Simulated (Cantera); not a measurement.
Input: 1 mol B, 2.8 mol NH3, a varied amount of H2, 1.8 mol O2, held at 1098 K and 15.0 mbar.

Equilibrium computed with Cantera from the NASA thermochemical tables; the gas is ideal and each condensed phase is pure. Candidate condensed phases: B, BN, B2O3, B3O3H3, H2O; 39 gas species. Gases not in the tables: H3BO3. Kinetics and transport are ignored.

Task: At 13 mol H2, list the 5 most abundant gas species with their mole fractions, and the condensed phases.

Result: H2 0.812, H2O 0.113, N2 0.0753, HBO2 0.000461, (HBO2)3 8.14e-5. Condensed: B2O3(l).
